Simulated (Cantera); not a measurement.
A freely propagating, adiabatic, planar premixed flame of 23.4 % H₂, 16.1 % O₂, 60.5 % N₂, equivalence ratio 0.73, unburnt at 350 K and 0.602 atm; multicomponent+Soret transport, grid criteria slope 0.08 and curve 0.16, no radiation.

Computed with Cantera and the H2/O2 subset of GRI-Mech 3.0, which has no nitrogen chemistry. Burning velocities carry a grid error of a few per cent, more on coarse grids.

x: mole fraction of selected species; z is measured from the peak of heat release.

```json
[
 {"z (mm)": "-1.95", "T (K)": "350", "u (m/s)": "1.70", "x H₂": "0.234", "x O₂": "0.161", "x H₂O": "<1e-8", "x H": "<1e-8", "x O": "<1e-8", "x H₂O₂": "<1e-8"},
 {"z (mm)": "-1.30", "T (K)": "350", "u (m/s)": "1.70", "x H₂": "0.234", "x O₂": "0.161", "x H₂O": "2.07e-8", "x H": "<1e-8", "x O": "<1e-8", "x H₂O₂": "<1e-8"},
 {"z (mm)": "-0.973", "T (K)": "350", "u (m/s)": "1.70", "x H₂": "0.234", "x O₂": "0.161", "x H₂O": "2.48e-7", "x H": "<1e-8", "x O": "<1e-8", "x H₂O₂": "<1e-8"},
 {"z (mm)": "-0.649", "T (K)": "350", "u (m/s)": "1.69", "x H₂": "0.231", "x O₂": "0.161", "x H₂O": "7.53e-6", "x H": "<1e-8", "x O": "1.22e-8", "x H₂O₂": "7.06e-8"},
 {"z (mm)": "-0.324", "T (K)": "…", "u (m/s)": "1.77", "x H₂": "0.198", "x O₂": "0.168", "x H₂O": "0.00171", "x H": "3.36e-6", "x O": "1.70e-6", "x H₂O₂": "2.06e-5"},
 {"z (mm)": "-0.162", "T (K)": "…", "u (m/s)": "2.94", "x H₂": "0.154", "x O₂": "0.162", "x H₂O": "0.0281", "x H": "0.00174", "x O": "0.000145", "x H₂O₂": "6.35e-5"},
 {"z (mm)": "0", "T (K)": "…", "u (m/s)": "4.70", "x H₂": "0.0943", "x O₂": "0.130", "x H₂O": "0.0971", "x H": "0.0126", "x O": "0.00263", "x H₂O₂": "9.84e-6"},
 {"z (mm)": "0.162", "T (K)": "…", "u (m/s)": "5.97", "x H₂": "0.0416", "x O₂": "0.0869", "x H₂O": "0.171", "x H": "0.0225", "x O": "0.00779", "x H₂O₂": "4.06e-6"},
 {"z (mm)": "0.324", "T (K)": "…", "u (m/s)": "6.66", "x H₂": "0.0221", "x O₂": "0.0669", "x H₂O": "0.203", "x H": "0.0223", "x O": "0.00990", "x H₂O₂": "2.40e-6"},
 {"z (mm)": "0.649", "T (K)": "1673", "u (m/s)": "7.32", "x H₂": "0.0157", "x O₂": "0.0587", "x H₂O": "0.219", "x H": "0.0156", "x O": "0.00897", "x H₂O₂": "1.15e-6"},
 {"z (mm)": "1.30", "T (K)": "1818", "u (m/s)": "7.89", "x H₂": "0.0119", "x O₂": "0.0553", "x H₂O": "0.231", "x H": "0.00853", "x O": "0.00638", "x H₂O₂": "5.61e-7"},
 {"z (mm)": "2.60", "T (K)": "1930", "u (m/s)": "8.33", "x H₂": "0.00762", "x O₂": "0.0531", "x H₂O": "0.241", "x H": "0.00372", "x O": "0.00380", "x H₂O₂": "3.17e-7"},
 {"z (mm)": "5.19", "T (K)": "2006", "u (m/s)": "8.61", "x H₂": "0.00393", "x O₂": "0.0522", "x H₂O": "0.249", "x H": "0.00125", "x O": "0.00188", "x H₂O₂": "1.95e-7"}
]
```

**Question.** Some entries are withheld; supply them.

**Answer.** 
- -0.324, T (K): 381
- -0.162, T (K): 654
- 0, T (K): 1064
- 0.162, T (K): 1353
- 0.324, T (K): 1514
